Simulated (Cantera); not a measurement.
Mixture: 4.00 % C3H8, 26.0 % O2, 70.0 % N2, equivalence ratio 0.77, at 10.0 bar, adiabatic and at constant pressure. Ignition delay is the time to a rise of 400 K.

Cantera simulation using GRI-Mech 3.0 (53 species, 325 reactions); the numbers are that mechanism's predictions, not measurements. GRI-Mech 3.0 was tuned for natural gas; its chemistry of propane as a main component is partial and can be far from experiment.

### Question
At T0 = 1325 K, what is the delay, and which 7 reactions control it most (d ln τ / d ln k, from doubling and halving each rate constant)?

### Answer
The delay is 0.164 ms.
```
reaction                       d ln τ / d ln k   faster rate
-----------------------------  ---------------  ------------
C2H5 + CH3 (+M) <=> C3H8 (+M)            -0.51   shortens it
CH3 + HO2 <=> CH3O + OH                  -0.37   shortens it
2 CH3 (+M) <=> C2H6 (+M)                  0.34  lengthens it
C3H8 + H <=> C3H7 + H2                    0.25  lengthens it
C3H8 + OH <=> C3H7 + H2O                  0.22  lengthens it
H + O2 <=> O + OH                        -0.21   shortens it
CH3O + O2 <=> CH2O + HO2                 -0.15   shortens it
```
